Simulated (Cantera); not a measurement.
An isothermal, constant-pressure homogeneous reactor starts with 30.3 % C₂H₆, 69.7 % N₂, at 1848 K and 7.05 Torr.

Model: GRI-Mech 3.0 (53 species, 325 reactions), integrated in Cantera. GRI-Mech 3.0 stops at C3 and has no aromatics, soot or wall deposition, so with more carbon than oxygen in the feed, carbon stays in small species such as C2H2 where larger ones or solid carbon would form. Radical loss at walls, strong at low pressure, is not modelled.

One state of this run: x C₂H₆ = 9.96e-11; x CH₄ = 6.64e-5; x HCN = 5.79e-5; x C₂H₂ = 0.188; x CH₃ = 1.20e-5. x: mole fraction; the columns are a selection and need not sum to one.

### Question
Which value of t (s) does it belong to?
A. 5.72
B. 4.89e-5
C. 0.0167
D. 6.99e-6

### Answer
A, 5.72
